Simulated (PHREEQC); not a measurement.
## Sulfide liquor (model solution)

Dissolve 0.043 mol NaHS and 0.00062 mol ZnCl2 per kg of water at 69 °C. Closed to the air; pH follows from the charge balance.

Computed with PHREEQC (ion-association model, phreeqc.dat).

```yaml
pH: 8.80
ionic_strength: 0.0431 mol/kgw
specific_conductance: 9350 µS/cm
total_alkalinity: 43.0 meq/kg
```

```tsv
species	molality	activity	log γ
Na+	0.0430	0.0352	-0.086
HS-	0.0413	0.0333	-0.093
Cl-	0.00124	0.00100	-0.091
Zn(HS)2	0.000388	0.000392	0.004
Zn(HS)3-	0.000232	0.000189	-0.089
H2S	0.000197	0.000199	0.004
OH-	0.000120	9.69e-5	-0.093
S-2	7.73e-5	3.51e-5	-0.343
H+	1.87e-9	1.58e-9	-0.071
```

No solid was allowed to form. Examples of supersaturated solids here: Sphalerite (slow to form). Others may be too. Species that the database lacks are ignored. At this temperature some constants are extrapolated from 25 °C, and those without enthalpy data are left unchanged.
